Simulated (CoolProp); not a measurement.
Methanol at several states: fugacity coefficient from the reference equation and from simpler models built on Tc = 513.4 K, pc = 8216 kPa, ω = 0.565; each cubic takes its own stable root.

Values from CoolProp's reference Helmholtz-energy equation of state, de Reuck 1993.

```csv
T (K),p (kPa),phase,reference,van der Waals,Soave-Redlich-Kwong
588.9,2690,gas,0.9381,0.9313,0.9387
576.9,665,gas,0.9838,0.9820,0.9831
213.9,1240,liquid,2.517e-5,0.04961,8.695e-6
305.2,55.1,liquid,0.4325,0.9934,0.3785
```

At some of these states van der Waals gives the other phase, because its saturation line lies elsewhere.
